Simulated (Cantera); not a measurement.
SiCl4 + H2O (silicon oxide and oxynitride deposition)

A closed system holds: 1 mol SiCl4, a varied amount of H2O, at 1625 K and 0.150 bar.

These are equilibrium values from Cantera (NASA tables, ideal gas, pure condensed phases), not measurements of a reactor. Candidate condensed phases: H2O, Si, SiO2; 30 gas species. The tables' values for SiCl3 are old estimates; treat these amounts as uncertain. The tables hold silica as quartz up to 1696 K and as liquid above; real silica turns to tridymite and cristobalite and melts near 1996 K. Gases not in the tables: Si(OH)4. Equilibrium is a limit: real reactors are often held back by kinetics, nucleation or transport.

From 1.2 mol H2O to 9.2 mol H2O the condensed part is SiO2(β-quartz).

```tsv
n(H2O) (mol)	x HCl	x H2O	x SiCl4	x Cl	x SiCl3	x H2	x SiCl2	x Cl2	n SiO2(β-quartz)
1.2	0.852	2.91e-5	0.138	0.00498	0.00372	0.000602	0.000233	0.000230	0.600
1.6	0.936	5.49e-5	0.0566	0.00407	0.00187	0.00109	0.000143	0.000153	0.800
1.9	0.982	0.000128	0.0125	0.00353	0.000475	0.00159	4.19e-5	0.000116	0.950
2.4	0.904	0.0907	1.80e-8	0.00316	7.66e-10	0.00168	7.54e-11	9.28e-5	1.00
3	0.796	0.200	2.24e-9	0.00289	1.04e-10	0.00156	1.12e-11	7.76e-5	1.00
3.8	0.686	0.310	5.13e-10	0.00260	2.65e-11	0.00144	3.18e-12	6.25e-5	1.00
4.7	0.594	0.402	1.71e-10	0.00232	9.86e-12	0.00134	1.32e-12	5.01e-5	1.00
5.9	0.504	0.493	5.89e-11	0.00203	3.89e-12	0.00126	<1e-12	3.83e-5	1.00
7.4	0.423	0.573	2.17e-11	0.00175	1.66e-12	0.00120	<1e-12	2.84e-5	1.00
9.2	0.355	0.642	8.59e-12	0.00150	<1e-12	0.00116	<1e-12	2.08e-5	1.00
```
x: gas mole fraction; n: condensed amount in mol.
